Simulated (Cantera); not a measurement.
Input: 1 mol CH2F2, 0.027 mol HCl, a varied amount of H2, equilibrated at 2948.15 K and 7.50 Torr.

Cantera equilibrium calculation (NASA polynomials, part measured and part estimated; ideal gas, pure solids and liquids). Candidate condensed phases: C, C6H6, C7H8, C8H18; 118 gas species. Equilibrium is a limit: real reactors are often held back by kinetics, nucleation or transport.

Problem. At 10 mol H2, list the 4 most abundant gas species with their mole fractions, and the condensed phases.

Solution. H 0.638, H2 0.226, HF 0.109, C3 0.00903. Condensed: gas only.
